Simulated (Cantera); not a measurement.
A counterflow diffusion flame at 0.336 atm, nozzles 20 mm apart: fuel side CH₄ : H₂ = 1 : 0.73 (molar parts) at 500 K, oxidiser side O₂ : N₂ = 0.26 : 0.74 (molar parts) at 725 K, fuel mass flux 0.69 times the oxidiser's; mixture-averaged transport, no radiation.

Cantera simulation using GRI-Mech 3.0 (53 species, 325 reactions); the numbers are that mechanism's predictions, not measurements. GRI-Mech 3.0 has no aromatics or soot, which form on the fuel side of real flames. The maximum strain rate includes the flame's own expansion and is several times the mean.

x: mole fraction; the columns are a selection and need not sum to one.

| oxidiser flux (kg/m²/s) | max strain (1/s) | mean strain (1/s) | T max (K) | peak x OH | peak x H | peak x NO | peak x CO | peak x C₂H₂ |
|---|---|---|---|---|---|---|---|---|
| 0.2 | ? | 144 | 2239 | 0.0199 | 0.0195 | 0.000258 | 0.0687 | 0.0179 |
| 0.27 | ? | 195 | 2218 | 0.0193 | 0.0201 | 0.000225 | 0.0672 | 0.0176 |
| 0.35 | ? | 253 | 2202 | 0.0187 | 0.0207 | 0.000198 | 0.0659 | 0.0173 |
| 0.45 | ? | 325 | 2188 | 0.0183 | 0.0213 | 0.000175 | 0.0649 | 0.0170 |
| 0.59 | ? | 426 | 2173 | 0.0178 | 0.0218 | 0.000150 | 0.0640 | 0.0166 |
| 0.76 | ? | 549 | 2154 | 0.0171 | 0.0222 | 0.000127 | 0.0630 | 0.0159 |
| 0.99 | ? | 715 | 2134 | 0.0165 | 0.0224 | 0.000105 | 0.0623 | 0.0150 |
| 1.3 | ? | 938 | 2113 | 0.0157 | 0.0226 | 8.31e-5 | 0.0620 | 0.0138 |

Problem. What belongs in the gaps?

Solution. 
- 0.2, max strain (1/s): 534
- 0.27, max strain (1/s): 699
- 0.35, max strain (1/s): 885
- 0.45, max strain (1/s): 1120
- 0.59, max strain (1/s): 1430
- 0.76, max strain (1/s): 1820
- 0.99, max strain (1/s): 2330
- 1.3, max strain (1/s): 3000
